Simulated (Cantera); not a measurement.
An adiabatic, constant-volume homogeneous reactor starts with H₂ : O₂ : N₂ : H₂O = 1 : 0.704 : 2.65 : 0.19 (molar parts), equivalence ratio 0.71, at 1325 K and 12.8 atm. Integrator tolerance rtol = 1e-08.

Detailed kinetics in Cantera: the H2/O2 subset of GRI-Mech 3.0, which has no nitrogen chemistry. The hydrogen kinetics of GRI-Mech 3.0 are dated; newer H2 mechanisms differ, most at raised pressure. The pressure lies above the range GRI-Mech 3.0 was tuned for (to about 10 atm).

Task: What does this change do: constant pressure in place of constant volume?

Result: 
| quantity | before | after |
|---|---|---|
| time of steepest temperature rise | 9.81 µs | 10.1 µs |
| temperature at 2.00 s | 2943 K | 2719 K |
| equilibrium temperature | 2943 K | 2719 K |
| x(H₂) at 2.00 s | 0.00898 (gas-phase equilibrium 0.00898) | 0.00558 (gas-phase equilibrium 0.00558) |
| x(O₂) at 2.00 s | 0.0470 (gas-phase equilibrium 0.0470) | 0.0478 (gas-phase equilibrium 0.0478) |
| x(H₂O) at 2.00 s | 0.268 (gas-phase equilibrium 0.268) | 0.277 (gas-phase equilibrium 0.277) |
| x(OH) at 2.00 s | 0.0234 (gas-phase equilibrium 0.0234) | 0.0165 (gas-phase equilibrium 0.0165) |
| x(H₂O₂) at 2.00 s | 4.71e-6 (gas-phase equilibrium 4.71e-6) | 2.37e-6 (gas-phase equilibrium 2.37e-6) |

Task: What does this change do: initial temperature 1325 to 1448 K?

Result: 
| quantity | before | after |
|---|---|---|
| time of steepest temperature rise | 9.81 µs | 1.94 µs |
| temperature at 2.00 s | 2943 K | 3001 K |
| equilibrium temperature | 2943 K | 3001 K |
| x(H₂) at 2.00 s | 0.00898 (gas-phase equilibrium 0.00898) | 0.0111 (gas-phase equilibrium 0.0111) |
| x(O₂) at 2.00 s | 0.0470 (gas-phase equilibrium 0.0470) | 0.0468 (gas-phase equilibrium 0.0468) |
| x(H₂O) at 2.00 s | 0.268 (gas-phase equilibrium 0.268) | 0.263 (gas-phase equilibrium 0.263) |
| x(OH) at 2.00 s | 0.0234 (gas-phase equilibrium 0.0234) | 0.0267 (gas-phase equilibrium 0.0267) |
| x(H₂O₂) at 2.00 s | 4.71e-6 (gas-phase equilibrium 4.71e-6) | 4.87e-6 (gas-phase equilibrium 4.87e-6) |
Above 3000 K some thermodynamic fits are extrapolated.
